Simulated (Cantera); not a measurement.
Charge: 1 mol Si(CH3)4, 0.0082 mol C3H8, 29 mol H2, held at 0.170 bar.

Method: chemical equilibrium by Gibbs-energy minimisation in Cantera with the NASA 1993 tables (ideal gas, pure condensed phases). Candidate condensed phases: C, C6H6, C7H8, C8H18, Si, SiC; 87 gas species. Rates play no part.

Question: At 1500 K, list the 3 most abundant gas species with their mole fractions, and the condensed phases.

Answer: H2 1.000, CH4 0.000436, H 4.27e-5. Condensed: C(graphite) + SiC(s).
